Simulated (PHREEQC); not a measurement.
**Brine (model solution)**

Make-up at 72 °C: 51 mmol/kgw CaCl2 and 0.37 mmol/kgw BaCl2. Closed to the air; pH follows from the charge balance.

The numbers come from PHREEQC with the ion-association model, phreeqc.dat.

Each row changes one thing in this solution. This is a speciation only: nothing precipitates in the calculation.

```csv
case,pH,CaOH+ (mol/kgw)
as made,6.35,7.97e-9
BaCl2 from 0.00037 to 0.000185 mol/kgw,6.35,7.97e-9
0.0018 mol/kgw NH4Cl added,…,1.16e-9
diluted 5-fold with water,6.37,2.36e-9
0.0014 mol/kgw KOH added,…,…
BaCl2 replaced by NaCl at the same molality,6.35,7.98e-9
```

**Question.** Fill in the missing entries.

**Answer.** 
- 0.0018 mol/kgw NH4Cl added, pH: 5.51
- 0.0014 mol/kgw KOH added, pH: 9.74
- 0.0014 mol/kgw KOH added, CaOH+ (mol/kgw): 1.96e-5

Constants without temperature data keep their 25 °C values here.
